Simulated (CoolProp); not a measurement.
Methanol along the isobar 0.963 MPa: fugacity coefficient from the reference equation and from simpler models built on Tc = 240.2 °C, pc = 8.216 MPa, ω = 0.565; each cubic takes its own stable root.

Values from CoolProp's reference Helmholtz-energy equation of state, de Reuck 1993.

```tsv
T (°C)	phase	reference
89.45	liquid	0.2478
106.35	liquid	0.4149
123.15	liquid	0.6552
140.05	gas	0.8901
156.85	gas	0.9135
173.75	gas	0.9295
190.55	gas	0.9413
207.45	gas	0.9506
224.25	gas	0.9578
241.15	gas	0.9636
```

Question: How far does each simpler model (van der Waals, Redlich-Kwong, Soave-Redlich-Kwong) lie from the reference over these 10 states: mean and median of the absolute difference, and the worst?

Answer: 
- van der Waals: mean 45.4 %, median 3.0 %, worst +272.0 % at 89.45 °C and 0.963 MPa
- Redlich-Kwong: mean 36.6 %, median 1.8 %, worst +198.4 % at 89.45 °C and 0.963 MPa
- Soave-Redlich-Kwong: mean 1.9 %, median 0.8 %, worst +5.8 % at 123.15 °C and 0.963 MPa

At some of these states van der Waals, Redlich-Kwong gives the other phase, because its saturation line lies elsewhere.
